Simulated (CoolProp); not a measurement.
Fluorine along the isobar 7350 kPa: Z from the reference equation and from simpler models built on Tc = 144.4 K, pc = 5240 kPa, ω = 0.045; each cubic takes its own stable root.

Computed with CoolProp (reference Helmholtz-energy equation of state, de Reuck 1990).

| T (K) | phase | reference |
|---|---|---|
| 98.9 | liquid | 0.2383 |
| 113.2 | liquid | 0.2258 |
| 127.6 | liquid | 0.2233 |
| 142 | liquid | 0.2408 |
| 156.3 | supercritical | 0.4596 |
| 170.7 | supercritical | 0.6759 |
| 185.1 | supercritical | 0.7749 |
| 199.4 | supercritical | 0.8353 |
| 213.8 | supercritical | 0.8765 |
| 228.2 | supercritical | 0.9059 |
| 242.5 | supercritical | 0.9275 |
| 256.9 | supercritical | 0.9441 |
| 271.3 | supercritical | 0.9570 |
| 285.6 | supercritical | 0.9672 |
| 300 | supercritical | 0.9755 |

Q: How far does each simpler model (Redlich-Kwong, Peng-Robinson) lie from the reference over these 15 states: mean and median of the absolute difference, and the worst?

A: 
- Redlich-Kwong: mean 1.7 %, median 0.9 %, worst +10.0 % at 142 K and 7350 kPa
- Peng-Robinson: mean 3.6 %, median 2.5 %, worst -11.4 % at 98.9 K and 7350 kPa
